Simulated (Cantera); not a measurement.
## Cu + CO2 + H2 (metals in furnace atmospheres)

Input: 1 mol Cu, 1.6 mol CO2, a varied amount of H2, at 798.15 K and 900 Torr.

Cantera equilibrium calculation (NASA polynomials, part measured and part estimated; ideal gas, pure solids and liquids). Candidate condensed phases: C, C6H6, C7H8, C8H18, Cu, CuO, Cu(OH)2, Cu2O, H2O; 113 gas species. Kinetics and transport are ignored.

From 1.4 mol H2 to 2.9 mol H2 the condensed part is C(graphite) + Cu(s). From 6.1 mol H2 to 230 mol H2 the condensed part is Cu(s).

```tsv
n(H2) (mol)	x H2	x CO2	x H2O	x CH4	x CO	x C2H6	x HCOOH	n C(graphite)	n Cu(s)
1.4	0.164	0.445	0.287	0.0448	0.0594	2.38e-7	5.12e-8	0.179	1.00
2.9	0.255	0.255	0.338	0.108	0.0450	8.93e-7	4.55e-8	0.137	1.00
6.1	0.374	0.0896	0.350	0.164	0.0224	1.40e-6	2.35e-8	0	1.00
13	0.601	0.00585	0.261	0.129	0.00316	5.39e-7	2.47e-9	0	1.00
26	0.804	0.000230	0.130	0.0649	0.000332	1.02e-7	1.30e-10	0	1.00
55	0.910	1.36e-5	0.0598	0.0299	4.85e-5	1.92e-8	8.70e-12	0	1.00
110	0.956	1.34e-6	0.0295	0.0147	1.02e-5	4.44e-9	<1e-12	0	1.00
230	0.979	1.31e-7	0.0140	0.00700	2.14e-6	9.78e-10	<1e-12	0	1.00
```
x: gas mole fraction; n: condensed amount in mol.
